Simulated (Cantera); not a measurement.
Feed: 1 mol CaCO3, 0.34 mol O2, 3.9 mol H2O, equilibrated at 263 Torr.

Method: chemical equilibrium by Gibbs-energy minimisation in Cantera with the NASA 1993 tables (ideal gas, pure condensed phases). Candidate condensed phases: C, C6H6, C7H8, C8H18, Ca, CaCO3, CaO, Ca(OH)2, H2O; 115 gas species. The numbers say what is thermodynamically allowed, not how fast it happens.

### Question
At 1750 K, list the 4 most abundant gas species with their mole fractions, and the condensed phases.

### Answer
H2O 0.743, CO2 0.191, O2 0.0647, OH 0.00133. Condensed: CaO(s).
